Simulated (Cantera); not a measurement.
Charge: 1 mol B₂O₃, 0.22 mol O₂, 1.1 mol H₂O, equilibrated at 0.0720 bar.

Method: chemical equilibrium by Gibbs-energy minimisation in Cantera with the NASA 1993 tables (ideal gas, pure condensed phases). Candidate condensed phases: B, B₂O₃, B₃O₃H₃, H₂O; 23 gas species. Rates play no part.

Q: At 1873 K, list the 4 most abundant gas species with their mole fractions, and the condensed phases.

A: HBO₂ 0.559, H₂O 0.209, B₂O₃ 0.126, O₂ 0.0954. Condensed: B₂O₃(l).
